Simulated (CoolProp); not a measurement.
Vapour-liquid equilibrium of R152A (1) + isobutane (2) at 337.5 K; x and y are mole fractions of (1).

Model: multi-fluid Helmholtz-energy mixture model, Outcalt 1996 and Bücker 2006; pair parameters Bell 2016, in CoolProp.

Problem. Give the bubble pressure and the first vapour's composition at x = 0.125, 0.5, 0.875. Is there an azeotrope?

Solution. x = 0.125: 12.36 bar, y = 0.267; x = 0.5: 16.83 bar, y = 0.602; x = 0.875: 17.57 bar, y = 0.854. y crosses x between x = 0.725 and 0.8: the model has an azeotrope there.

The pair parameters rest on a limited set of measurements; away from them the model extrapolates.
